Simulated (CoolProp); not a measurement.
The fluid at 505.46 K and 0.128 MPa is throttled through a valve to 0.0104 MPa with no heat exchange. The same conditions are run with several fluids, on thermodynamics alone (safety and materials aside).

Model: reference Helmholtz-energy equation of state of each fluid (nitrogen: Span 2000; sulfur hexafluoride: Guder 2009; n-nonane: Lemmon 2006; cis-2-butene: Lemmon 2005; normal hydrogen: Leachman 2009), in CoolProp.

```tsv
fluid	temperature change (K)	final density (kg/m³)
nitrogen	-0.0	0.0693
sulfur hexafluoride	-0.3	0.362
n-nonane	-1.7	0.319
cis-2-butene	-0.7	0.139
normal hydrogen	+0.1	0.00499
```
